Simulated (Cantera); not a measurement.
An isothermal, constant-pressure homogeneous reactor starts with 12.0 % NH3, 88.0 % N2, at 2075 K and 0.0263 atm.

Detailed kinetics in Cantera: the gas-phase N/H chemistry of the illustrative SiF4/NH3 mechanism in the Surface Chemkin manual (1991). Walls and surfaces, which speed up NH3 decomposition in real reactors, are not modelled.

x: mole fraction; the columns are a selection and need not sum to one.

```csv
t (s),x NH3,x N2H4,x N,x H,x NH2,x N2,x N2H2
6.00e-6,0.120,<1e-12,<1e-12,3.51e-7,5.46e-7,0.880,<1e-12
2.00e-5,0.120,<1e-12,<1e-12,7.18e-7,2.27e-6,0.880,1.74e-12
6.65e-5,0.120,<1e-12,<1e-12,8.76e-7,9.06e-6,0.880,5.69e-11
0.000221,0.120,6.98e-12,1.60e-11,8.81e-7,3.22e-5,0.880,1.00e-9
0.000736,0.120,8.05e-11,7.16e-10,9.17e-7,0.000109,0.879,1.46e-8
0.00245,0.120,8.61e-10,___,1.51e-6,0.000354,0.879,2.18e-7
0.00815,0.119,5.20e-9,___,8.27e-6,0.000870,0.879,1.64e-6
0.0271,0.111,4.48e-9,___,3.18e-5,0.000808,0.876,1.99e-6
0.0903,0.0912,2.23e-9,___,8.48e-5,0.000570,0.869,1.43e-6
0.300,0.0499,7.29e-10,___,0.000209,0.000326,0.855,6.34e-7
1.00,0.00987,6.32e-11,___,0.000483,9.59e-5,0.842,8.48e-8
```

Question: Fill in the missing entries.

Answer: 
- 0.00245, x N: 1.28e-8
- 0.00815, x N: 1.27e-7
- 0.0271, x N: 7.48e-7
- 0.0903, x N: 1.96e-6
- 0.300, x N: 2.68e-6
- 1.00, x N: 2.34e-6
